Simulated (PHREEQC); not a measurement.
PHREEQC input (ion-association model, phreeqc.dat):

```
SOLUTION 1
  temp 25
  units mol/kgw
  pH 7 charge
  Cl 0.031
  Na 0.031
END
SELECTED_OUTPUT 1
  -reset false
  -pH true
  -pe true
  -ionic_strength true
  -water true
  -totals Cl Na Mtg
  -molalities H+ Na+ Cl- OH- NaOH
  -saturation_indices Halite
USER_PUNCH 1
  -headings p_Mtg(g) phi_Mtg(g) p_H2O(g) phi_H2O(g) density
  10 PUNCH PR_P("Mtg(g)"), PR_PHI("Mtg(g)"), PR_P("H2O(g)"), PR_PHI("H2O(g)"), RHO
PRINT
  -reset false
USE solution 1
REACTION_TEMPERATURE 1
  10
GAS_PHASE 1
  -fixed_pressure
  -pressure 1
  -temperature 10
  -volume 20
  Mtg(g) 1
  H2O(g) 0
END
# ... the last block is repeated for the other 7 points of T (°C)
```

Selected output (columns that matter, 8 of 8 rows; T (°C) added in front):

```
T (°C)	pH	mu	Cl	Na	Mtg	m_H+	m_Na+	m_Cl-	si_Halite	p_Mtg(g)	phi_Mtg(g)	p_H2O(g)	phi_H2O(g)	density
10	7.2583	0.031006	0.031006	0.031006	0.0022849	6.3016e-08	0.031006	0.031006	-4.7149	0.98767	0.99734	0.012326	0.99575	1.001
20	7.0748	0.031011	0.031011	0.031011	0.0017097	9.6345e-08	0.031011	0.031011	-4.7255	0.97668	0.99762	0.023319	0.99586	0.99947
30	6.909	0.03102	0.03102	0.03102	0.0013581	1.4144e-07	0.03102	0.03102	-4.7357	0.95787	0.99788	0.042128	0.99581	0.9969
40	6.7589	0.031034	0.031034	0.031034	0.0011255	2.003e-07	0.031034	0.031034	-4.7455	0.92699	0.99814	0.073008	0.99555	0.99345
50	6.6228	0.031059	0.031059	0.031059	0.00095596	2.7468e-07	0.031059	0.031059	-4.7548	0.87815	0.99843	0.12185	0.99504	0.98926
60	6.4994	0.031101	0.0311	0.0311	0.00081429	3.6599e-07	0.0311	0.0311	-4.7635	0.80347	0.99881	0.19653	0.99429	0.98442
70	6.3874	0.031178	0.031177	0.031177	0.0006742	4.7517e-07	0.031177	0.031177	-4.7711	0.69276	0.99942	0.30724	0.99332	0.97899
80	6.2857	0.031342	0.031341	0.031341	0.00051125	6.0262e-07	0.031341	0.031341	-4.7764	0.53326	1.0005	0.46674	0.99227	0.97303
```

Species that the database lacks are ignored. Constants without temperature data keep their 25 °C values here.
